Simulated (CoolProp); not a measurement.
Properties of R13 along the isotherm 450 K.

Model: reference Helmholtz-energy equation of state, Platzer 1990, in CoolProp. This equation is an older, rougher fit.

```
p (kPa)  phase  density (kg/m³)  cp (kJ/(kg K))  expansivity (1/kK)  fugacity coefficient
-------  -----  ---------------  --------------  ------------------  --------------------
142        gas            3.976          0.7840               2.249                0.9971
284        gas            7.975          0.7860               2.276                0.9943
426        gas            12.00          0.7879               2.304                0.9914
568        gas            16.04          0.7899               2.332                0.9886
709        gas            20.08          0.7920               2.360                0.9857
851        gas            24.18          0.7940               2.389                0.9829
993        gas            28.29          0.7961               2.418                0.9801
1140       gas            32.58          0.7983               2.448                0.9772
1280       gas            36.68          0.8004               2.477                0.9744
1420       gas            40.81          0.8025               2.507                0.9717
1560       gas            44.97          0.8047               2.537                0.9689
1700       gas            49.14          0.8069               2.567                0.9662
1840       gas            53.35          0.8091               2.598                0.9635
1990       gas            57.87          0.8116               2.631                0.9606
```
